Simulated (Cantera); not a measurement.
Cantera run, input and output.

```python
import numpy as np
import cantera as ct

gas = ct.Solution("gri30.yaml")
gas.TPX = 673, 1000000, {'CO': 1, 'H2': 0.8, 'O2': 0.643, 'N2': 2.42, 'H2O': 0.69}
inlet = ct.Reservoir(gas, clone=True)
gas.equilibrate("HP")  # start burning
reactor = ct.IdealGasConstPressureReactor(gas, energy="on", clone=False)
exhaust = ct.Reservoir(gas, clone=True)
tau = [0.16, 0.046, 0.013, 0.0039, 0.0011, 0.00032, 9.3e-05, 2.7e-05, 7.8e-06][0]
for a, b in ((inlet, reactor), (reactor, exhaust)):
    ct.MassFlowController(a, b, mdot=lambda t: reactor.mass / tau)
net = ct.ReactorNet([reactor])
show = ['CO', 'H2', 'O2', 'N2O', 'NO']

rows = []
print(f"{'tau/s':>10s}{'T/K':>9s}" + "".join(f"{s:>11s}" for s in show))
for tau in [0.16, 0.046, 0.013, 0.0039, 0.0011, 0.00032, 9.3e-05, 2.7e-05, 7.8e-06]:
    net.initial_time = 0.0
    net.advance(30 * tau)
    before = gas.X
    net.advance(40 * tau)
    drift = np.max(np.abs(gas.X - before) / (gas.X + 1e-9))
    rows.append([gas.T, *gas[show].X, drift])
    print(f"{tau:10.3e}{gas.T:9.1f}" + "".join(f"{x:11.3e}" for x in gas[show].X))
```

Output:

```
     tau/s      T/K         CO         H2         O2        N2O         NO
 1.600e-01   2355.2  7.660e-02  2.863e-02  8.255e-05  3.662e-08  2.532e-04
 4.600e-02   2354.6  7.662e-02  2.864e-02  1.027e-04  3.754e-08  2.353e-04
 1.300e-02   2352.3  7.670e-02  2.866e-02  1.673e-04  4.098e-08  1.937e-04
 3.900e-03   2346.3  7.694e-02  2.876e-02  3.364e-04  5.063e-08  1.426e-04
 1.100e-03   2331.5  7.758e-02  2.904e-02  7.820e-04  7.182e-08  1.019e-04
 3.200e-04   2302.9  7.900e-02  2.969e-02  1.796e-03  1.044e-07  7.371e-05
 9.300e-05   2250.4  8.198e-02  3.094e-02  3.947e-03  1.469e-07  5.254e-05
 2.700e-05   2159.1  8.790e-02  3.290e-02  8.134e-03  1.933e-07  3.764e-05
 7.800e-06   2006.5  1.007e-01  3.490e-02  1.627e-02  2.358e-07  2.498e-05
```

Computed with Cantera and GRI-Mech 3.0 (53 species, 325 reactions). The hydrogen kinetics of GRI-Mech 3.0 are dated; newer H2 mechanisms differ, most at raised pressure.
